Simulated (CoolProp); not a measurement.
Saturation properties of ammonia (Tc = 405.6 K, pc = 11360 kPa, ω = 0.256).

The numbers come from the reference Helmholtz-energy equation of state, Gao 2020 in CoolProp.

```json
[
 {"T (K)": "218.9", "p (kPa)": "[?]", "vapour Z": "0.9869", "liquid conductivity (mW/(m K))": "736"},
 {"T (K)": "231.5", "p (kPa)": "65.52", "vapour Z": "[?]", "liquid conductivity (mW/(m K))": "693"},
 {"T (K)": "244.1", "p (kPa)": "125.0", "vapour Z": "0.9684", "liquid conductivity (mW/(m K))": "651"},
 {"T (K)": "256.6", "p (kPa)": "221.0", "vapour Z": "0.9548", "liquid conductivity (mW/(m K))": "611"},
 {"T (K)": "269.2", "p (kPa)": "369.4", "vapour Z": "[?]", "liquid conductivity (mW/(m K))": "571"},
 {"T (K)": "281.8", "p (kPa)": "[?]", "vapour Z": "0.9165", "liquid conductivity (mW/(m K))": "533"},
 {"T (K)": "294.4", "p (kPa)": "891.8", "vapour Z": "[?]", "liquid conductivity (mW/(m K))": "497"},
 {"T (K)": "307", "p (kPa)": "1306", "vapour Z": "[?]", "liquid conductivity (mW/(m K))": "461"},
 {"T (K)": "319.6", "p (kPa)": "1852", "vapour Z": "0.8275", "liquid conductivity (mW/(m K))": "[?]"},
 {"T (K)": "332.2", "p (kPa)": "2554", "vapour Z": "[?]", "liquid conductivity (mW/(m K))": "392"},
 {"T (K)": "344.8", "p (kPa)": "3440", "vapour Z": "0.7425", "liquid conductivity (mW/(m K))": "359"}
]
```

**Question.** Complete the blanks.

**Answer.** 
- 218.9, p (kPa): 31.52
- 231.5, vapour Z: 0.9790
- 269.2, vapour Z: 0.9375
- 281.8, p (kPa): 586.7
- 294.4, vapour Z: 0.8914
- 307, vapour Z: 0.8618
- 319.6, liquid conductivity (mW/(m K)): 426
- 332.2, vapour Z: 0.7879

It boils at 239.8 K under 1 atm.

Thermal conductivity comes from a separate model (Tufeu 1984).
